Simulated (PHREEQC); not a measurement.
Dissolve 0.064 mol/kgw CaCl2, 6.7e-05 mol/kgw Na2SO4 and 0.2 mol/kgw NaCl at 79 °C. Closed to the air; pH follows from the charge balance.

Computed with PHREEQC (Pitzer model, pitzer.dat).

Each row changes one thing in this solution. This is a speciation only: nothing precipitates in the calculation.

```json
[
 {"case": "as made", "pH": "6.23", "HSO4- (mol/kgw)": "2.40e-9", "SI of Halite (NaCl)": "-3.14", "SI of Thenardite (Na2SO4)": "-6.37"},
 {"case": "diluted 100-fold with water", "pH": "6.30", "HSO4- (mol/kgw)": "1.18e-10", "SI of Halite (NaCl)": "(withheld)", "SI of Thenardite (Na2SO4)": "-11.22"},
 {"case": "CaCl2 replaced by HCl at the same molality", "pH": "1.32", "HSO4- (mol/kgw)": "(withheld)", "SI of Halite (NaCl)": "-3.20", "SI of Thenardite (Na2SO4)": "-6.88"},
 {"case": "CaCl2 from 0.064 to 0.0064 mol/kgw", "pH": "6.28", "HSO4- (mol/kgw)": "4.18e-9", "SI of Halite (NaCl)": "(withheld)", "SI of Thenardite (Na2SO4)": "(withheld)"},
 {"case": "Na2SO4 from 6.7e-05 to 7.37e-05 mol/kgw", "pH": "6.12", "HSO4- (mol/kgw)": "3.37e-9", "SI of Halite (NaCl)": "-3.14", "SI of Thenardite (Na2SO4)": "-6.33"}
]
```

**Question.** Fill in the missing entries.

**Answer.** 
- diluted 100-fold with water, SI of Halite (NaCl): -6.86
- CaCl2 replaced by HCl at the same molality, HSO4- (mol/kgw): 5.57e-5
- CaCl2 from 0.064 to 0.0064 mol/kgw, SI of Halite (NaCl): -3.28
- CaCl2 from 0.064 to 0.0064 mol/kgw, SI of Thenardite (Na2SO4): -6.04

Species that the database lacks are ignored. At this temperature some constants are extrapolated from 25 °C, and those without enthalpy data are left unchanged.
